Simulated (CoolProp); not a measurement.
Vapour-liquid equilibrium of dimethyl carbonate (1) + n-heptane (2) at 393 K; x and y are mole fractions of (1).

Model: multi-fluid Helmholtz-energy mixture model, Zhou 2011 and Span 2003; pair parameters Bell 2016, in CoolProp.

```
x     bubble pressure, mixture model (bar)  bubble pressure, Raoult's law (bar)  y, mixture model  y, Raoult's law
----  ------------------------------------  -----------------------------------  ----------------  ---------------
0.05                                 2.069                                1.858             0.149            0.065
0.2                                  2.555                                1.944             0.389            0.247
0.35                                 2.802                                2.030             0.504            0.414
0.5                                  2.911                                2.116             0.577            0.568
0.65                                 2.937                                2.202             0.638            0.709
0.8                                  2.875                                2.288             0.718            0.840
0.95                                 2.601                                2.375             0.886            0.961
```

The largest gap from Raoult's law is +38.0 % in bubble pressure, at x = 0.35. y crosses x between x = 0.5 and 0.65: the model has an azeotrope there.

Pair parameters are fitted to limited data, so mixtures are less certain than the pure fluids.
